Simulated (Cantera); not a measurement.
What does this Cantera script print?

```python
import numpy as np
import cantera as ct

gas_names = [...]  # 91 gases of nasa_gas.yaml made of C, Cl, H
cond_names = """
    C(gr) C6H6(L) C7H8(L) C8H18(L),n-octa
""".split()


# ... load() reads the species with a 1 bar reference pressure and builds the phases ...
atoms = {
    'CH3Cl': {'C': 1, 'H': 3, 'CL': 1},
    'H2': {'H': 2},
    'CH4': {'C': 1, 'H': 4},
}
top_T = {'C(gr)': 4500}  # K; cautious upper limits of use, not melting points


# ... equilibrate(T, P, feed) seeds the gas with the atoms and calls Mixture.equilibrate('TP', solver="vcs", rtol=1e-11, max_steps=5000) ...
results = []
feed = {'CH3Cl': 1, 'H2': 0.077, 'CH4': 0.52}  # mol
for P in [1, 4.2, 18, 75, 320, 1300, 5600, 24000, 100000]:
    for T in [1548, 1648, 1748, 1848, 1948, 2048, 2148, 2248, 2348, 2448, 2548, 2648, 2748]:
        mix = equilibrate(T, P, feed)
        results.append((T, P, feed, dict(zip(mix.species_names, mix.species_moles))))

for T, P, feed, n in results:
    print(f"{T:7g} {P:10.4g}  " + (" + ".join(c for c in cond_names if n.get(c, 0) > 1e-12) or "gas only"))
```

Output:

```
   1548          1  C(gr)
   1648          1  C(gr)
   1748          1  C(gr)
   1848          1  C(gr)
   1948          1  C(gr)
   2048          1  C(gr)
   2148          1  C(gr)
   2248          1  C(gr)
   2348          1  C(gr)
   2448          1  C(gr)
   2548          1  gas only
   2648          1  gas only
   2748          1  gas only
   1548        4.2  C(gr)
   1648        4.2  C(gr)
   1748        4.2  C(gr)
   1848        4.2  C(gr)
   1948        4.2  C(gr)
   2048        4.2  C(gr)
   2148        4.2  C(gr)
   2248        4.2  C(gr)
   2348        4.2  C(gr)
   2448        4.2  C(gr)
   2548        4.2  C(gr)
   2648        4.2  gas only
   2748        4.2  gas only
   1548         18  C(gr)
   1648         18  C(gr)
   1748         18  C(gr)
   1848         18  C(gr)
   1948         18  C(gr)
   2048         18  C(gr)
   2148         18  C(gr)
   2248         18  C(gr)
   2348         18  C(gr)
   2448         18  C(gr)
   2548         18  C(gr)
   2648         18  C(gr)
   2748         18  gas only
   1548         75  C(gr)
   1648         75  C(gr)
   1748         75  C(gr)
   1848         75  C(gr)
   1948         75  C(gr)
   2048         75  C(gr)
   2148         75  C(gr)
   2248         75  C(gr)
   2348         75  C(gr)
   2448         75  C(gr)
   2548         75  C(gr)
   2648         75  C(gr)
   2748         75  C(gr)
   1548        320  C(gr)
   1648        320  C(gr)
   1748        320  C(gr)
   1848        320  C(gr)
   1948        320  C(gr)
   2048        320  C(gr)
   2148        320  C(gr)
   2248        320  C(gr)
   2348        320  C(gr)
   2448        320  C(gr)
   2548        320  C(gr)
   2648        320  C(gr)
   2748        320  C(gr)
   1548       1300  C(gr)
   1648       1300  C(gr)
   1748       1300  C(gr)
   1848       1300  C(gr)
   1948       1300  C(gr)
   2048       1300  C(gr)
   2148       1300  C(gr)
   2248       1300  C(gr)
   2348       1300  C(gr)
   2448       1300  C(gr)
   2548       1300  C(gr)
   2648       1300  C(gr)
   2748       1300  C(gr)
   1548       5600  C(gr)
   1648       5600  C(gr)
   1748       5600  C(gr)
   1848       5600  C(gr)
   1948       5600  C(gr)
   2048       5600  C(gr)
   2148       5600  C(gr)
   2248       5600  C(gr)
   2348       5600  C(gr)
   2448       5600  C(gr)
   2548       5600  C(gr)
   2648       5600  C(gr)
   2748       5600  C(gr)
   1548    2.4e+04  C(gr)
   1648    2.4e+04  C(gr)
   1748    2.4e+04  C(gr)
   1848    2.4e+04  C(gr)
   1948    2.4e+04  C(gr)
   2048    2.4e+04  C(gr)
   2148    2.4e+04  C(gr)
   2248    2.4e+04  C(gr)
   2348    2.4e+04  C(gr)
   2448    2.4e+04  C(gr)
   2548    2.4e+04  C(gr)
   2648    2.4e+04  C(gr)
   2748    2.4e+04  C(gr)
   1548      1e+05  C(gr)
   1648      1e+05  C(gr)
   1748      1e+05  C(gr)
   1848      1e+05  C(gr)
   1948      1e+05  C(gr)
   2048      1e+05  C(gr)
   2148      1e+05  C(gr)
   2248      1e+05  C(gr)
   2348      1e+05  C(gr)
   2448      1e+05  C(gr)
   2548      1e+05  C(gr)
   2648      1e+05  C(gr)
   2748      1e+05  C(gr)
```

These are equilibrium values from Cantera (NASA tables, ideal gas, pure condensed phases), not measurements of a reactor.
